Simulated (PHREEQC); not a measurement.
Solution (25 °C): 0.025 mol/kgw CaCl2, 1.5e-05 mol/kgw CO2 and 6.8e-05 mol/kgw MgSO4. Closed to the air; pH follows from the charge balance.

Model: ion-association model, phreeqc.dat, run in PHREEQC.

```csv
quantity,before,after
pH,5.60,2.59
SO4-2 (mol/kgw),3.87e-5,3.61e-5
CaSO4 (mol/kgw),2.92e-5,2.66e-5
MgSO4 (mol/kgw),1.08e-7,9.86e-8
HSO4- (mol/kgw),4.87e-9,4.61e-6
SI of Gypsum (CaSO4:2H2O),-2.20,-2.24
```

Task: Which change was made?
A. 0.0031 mol/kgw HCl added
B. temperature from 25 to 55 °C
C. CO2 replaced by Ca(HCO3)2 at the same molality
D. CO2 left out
E. CaCl2 from 0.025 to 0.0375 mol/kgw

Result: A, 0.0031 mol/kgw HCl added

This is a speciation only: nothing precipitates in the calculation.
